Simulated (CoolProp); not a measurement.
Vapour pressure (kPa) of hydrogen chloride: the reference equation beside estimates from Tc = 324.7 K, pc = 8314 kPa, ω = 0.130. Clausius-Clapeyron is anchored at 198.8 K with a constant enthalpy of vaporisation of 15.75 kJ/mol.

Model: reference Helmholtz-energy equation of state, Thol 2018, in CoolProp.

```tsv
T (K)	reference	Lee-Kesler	Clausius-Clapeyron	van der Waals	Redlich-Kwong	Soave-Redlich-Kwong	Peng-Robinson
193	132.3	126.6	134.2	684.2	154.2	126.9	130.0
198.8	178.8	172.9	178.8	811.1	210.0	173.1	176.3
204.7	238.3	232.5	235.3	955.6	281.1	232.5	235.6
210.5	310.7	305.5	303.6	1114	367.4	305.4	308.0
216.3	399.1	394.9	386.5	1288	471.9	394.6	396.5
222.1	505.4	502.9	485.8	1480	596.7	502.6	503.3
228	634.3	634.1	605.8	1694	746.7	634.0	633.1
233.8	783.8	786.6	744.5	1922	918.9	786.9	783.9
```

Absolute difference from the reference over all 8 rows, mean and median: Lee-Kesler 1.7 and 1.4 %, Clausius-Clapeyron 2.7 and 2.7 %, van der Waals 257.3 and 240.6 %, Redlich-Kwong 17.7 and 17.8 %, Soave-Redlich-Kwong 1.7 and 1.4 %, Peng-Robinson 0.8 and 0.8 %.
